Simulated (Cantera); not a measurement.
**Gas-phase reforming**

An isothermal, constant-pressure homogeneous reactor starts with 18.5 % CH4, 81.5 % CO2, at 1825 K and 2.40 bar.

Detailed kinetics in Cantera: GRI-Mech 3.0 (53 species, 325 reactions).

```json
[
 {"t (s)": "2.00e-5", "x CH4": "0.183", "x CO2": "0.814", "x O2": "3.07e-12", "x C2H4": "0.000146", "x OH": "3.29e-7"},
 {"t (s)": "7.43e-5", "x CH4": "0.174", "x CO2": "0.810", "x O2": "2.04e-11", "x C2H4": "0.00252", "x OH": "1.07e-6"},
 {"t (s)": "0.000276", "x CH4": "0.135", "x CO2": "0.776", "x O2": "2.30e-10", "x C2H4": "0.00887", "x OH": "3.19e-6"},
 {"t (s)": "0.00102", "x CH4": "0.0757", "x CO2": "0.674", "x O2": "1.36e-9", "x C2H4": "0.00283", "x OH": "6.73e-6"},
 {"t (s)": "0.00381", "x CH4": "0.0194", "x CO2": "0.497", "x O2": "5.92e-9", "x C2H4": "0.000544", "x OH": "1.63e-5"},
 {"t (s)": "0.0141", "x CH4": "0.00547", "x CO2": "0.376", "x O2": "8.74e-9", "x C2H4": "0.000124", "x OH": "1.94e-5"},
 {"t (s)": "0.0525", "x CH4": "0.00266", "x CO2": "0.294", "x O2": "8.13e-9", "x C2H4": "2.85e-5", "x OH": "1.39e-5"},
 {"t (s)": "0.195", "x CH4": "3.55e-5", "x CO2": "0.271", "x O2": "9.69e-9", "x C2H4": "6.80e-8", "x OH": "1.27e-5"},
 {"t (s)": "0.725", "x CH4": "1.26e-9", "x CO2": "0.271", "x O2": "1.04e-8", "x C2H4": "<1e-12", "x OH": "1.32e-5"},
 {"t (s)": "2.69", "x CH4": "1.26e-9", "x CO2": "0.271", "x O2": "1.04e-8", "x C2H4": "<1e-12", "x OH": "1.32e-5"},
 {"t (s)": "10.0", "x CH4": "1.26e-9", "x CO2": "0.271", "x O2": "1.04e-8", "x C2H4": "<1e-12", "x OH": "1.32e-5"}
]
```
x: mole fraction; the columns are a selection and need not sum to one.

Equilibrium at this temperature and pressure: CH4 1.34e-9, CO2 0.271, O2 1.04e-8, C2H4 <1e-12, OH 1.32e-5 (gas phase only).
